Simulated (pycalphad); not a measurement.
CALPHAD calculation (pycalphad, COST 507 light-alloy database (1999)), 1 atm. No gas phase is included, though pure Mg would boil below 1650 K. The data set is of 1999 and partly superseded. Kinetics are ignored, which matters at the lower temperatures.

Task: How does the equilibrium phase assembly of Mg-15.2Al-7.85Si (at.%) change on cooling from 1650 K to 350 K?

Result: 
```tsv
T (K)	phases above	phases below
1095.1	liquid	liquid + MG2SI
798.0	liquid + MG2SI	hcp + liquid + MG2SI
708.7	hcp + liquid + MG2SI	ALMG_GAMMA + hcp + MG2SI
```
Changes were sought between steps of 25 K, so a narrower field can be missed.

Database names, with the compositions (at.%) that they take in these runs: MG2SI: Mg 67 Si 33; ALMG_GAMMA: Mg 59 Al 40.
